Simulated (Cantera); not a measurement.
Feed: 1 mol CH₄, 0.42 mol H₂, equilibrated at 1.90 mbar.

Method: chemical equilibrium by Gibbs-energy minimisation in Cantera with the NASA 1993 tables (ideal gas, pure condensed phases). Candidate condensed phases: C, C₆H₆, C₇H₈, C₈H₁₈; 86 gas species. Ions and electrons are included (thermal ionisation). The numbers say what is thermodynamically allowed, not how fast it happens.

Question: Which condensed phases are stable at each of these points (T (K)): 2500, 2750, 3000, 3250, 3500, 3750, 4000, 4250, 4500, 4750, 5000?

Answer: 
| T (K) | condensed phases | C condensed (%) |
|---|---|---|
| 2500 | C(graphite) | 95.7 |
| 2750 | C(graphite) | 80.7 |
| 3000 | gas only | 0.0 |
| 3250 | gas only | 0.0 |
| 3500 | gas only | 0.0 |
| 3750 | gas only | 0.0 |
| 4000 | gas only | 0.0 |
| 4250 | gas only | 0.0 |
| 4500 | gas only | 0.0 |
| 4750 | gas only | 0.0 |
| 5000 | gas only | 0.0 |

From 2500 K to 2750 K the condensed part is C(graphite). From 3000 K to 5000 K nothing is condensed.
